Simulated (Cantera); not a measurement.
A closed system holds: 1 mol (CH3)2SiCl2, 1.2 mol HCl, 630 mol H2, 0.0085 mol C3H8, held at 120 Pa.

Cantera equilibrium calculation (NASA polynomials, part measured and part estimated; ideal gas, pure solids and liquids). Candidate condensed phases: C, C6H6, C7H8, C8H18, Si, SiC; 109 gas species. The feed counts by its element totals alone. The numbers say what is thermodynamically allowed, not how fast it happens.

Q: Which condensed phases are stable at each of these points (T (°C)): 777, 877, 977, 1077, 1177, 1277, 1377, 1477, 1577, 1677, 1777, 1877, 1977?

A: 
```tsv
T (°C)	condensed phases	Si condensed (%)
777	C(graphite) + SiC(s)	100.0
877	C(graphite) + SiC(s)	100.0
977	C(graphite) + SiC(s)	100.0
1077	C(graphite) + SiC(s)	100.0
1177	C(graphite) + SiC(s)	100.0
1277	C(graphite) + SiC(s)	99.9
1377	C(graphite) + SiC(s)	99.7
1477	C(graphite) + SiC(s)	98.2
1577	C(graphite) + SiC(s)	88.5
1677	C(graphite) + SiC(s)	35.0
1777	C(graphite)	0.0
1877	gas only	0.0
1977	gas only	0.0
```

From 777 °C to 1677 °C the condensed part is C(graphite) + SiC(s). At 1777 °C the condensed part is C(graphite). From 1877 °C to 1977 °C nothing is condensed.
